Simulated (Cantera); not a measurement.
**Reactions in the system N-O-S**

Standard-state values (1 bar) from the NASA 1993 polynomials, evaluated with Cantera. Values are per mole of reaction as written; species without (g) are pure solids or liquids, kept so even where they would boil at 1 bar.

O₂(g) + 2 SO₂(g) = 2 SO₃(g)

```csv
T (K),ΔH° (kJ),ΔS° (J/K),ΔG° (kJ),log10 K
673,-197.6,-188.2,-70.9,5.50
773,-197.0,-187.4,-52.1,3.52
873,-196.3,-186.5,-33.5,2.00
973,-195.5,-185.7,-14.8,0.80
1073,-194.7,-184.9,3.7,-0.18
```

4 N₂(g) + 2 SO₂(g) = 4 N₂O(g) + S₂(g)

```json
[
 {"T (K)": "673", "ΔH° (kJ)": "1050.3", "ΔS° (J/K)": "-151.8", "ΔG° (kJ)": "1152.4", "log10 K": "-89.44"},
 {"T (K)": "773", "ΔH° (kJ)": "1051.7", "ΔS° (J/K)": "-149.8", "ΔG° (kJ)": "1167.5", "log10 K": "-78.89"},
 {"T (K)": "873", "ΔH° (kJ)": "1053.3", "ΔS° (J/K)": "-147.9", "ΔG° (kJ)": "1182.4", "log10 K": "-70.75"},
 {"T (K)": "973", "ΔH° (kJ)": "1055.0", "ΔS° (J/K)": "-146.0", "ΔG° (kJ)": "1197.1", "log10 K": "-64.26"},
 {"T (K)": "1073", "ΔH° (kJ)": "1056.9", "ΔS° (J/K)": "-144.1", "ΔG° (kJ)": "1211.6", "log10 K": "-58.98"}
]
```

S + NO₂(g) = SO₂(g) + N(g)

| T (K) | ΔH° (kJ) | ΔS° (J/K) | ΔG° (kJ) | log10 K |
|---|---|---|---|---|
| 673 | 135.6 | 116.1 | 57.5 | -4.46 |
| 773 | 134.9 | 115.1 | 45.9 | -3.10 |
| 873 | 134.0 | 114.0 | 34.5 | -2.06 |
| 973 | 132.8 | 112.7 | 23.1 | -1.24 |
| 1073 | 131.9 | 111.8 | 11.9 | -0.58 |

2 NO(g) = 2 N(g) + O₂(g)

```tsv
T (K)	ΔH° (kJ)	ΔS° (J/K)	ΔG° (kJ)	log10 K
673	767.1	99.6	700.1	-54.33
773	768.1	101.1	690.0	-46.63
873	769.1	102.2	679.9	-40.68
973	770.0	103.2	669.6	-35.95
1073	770.8	104.0	659.2	-32.09
```
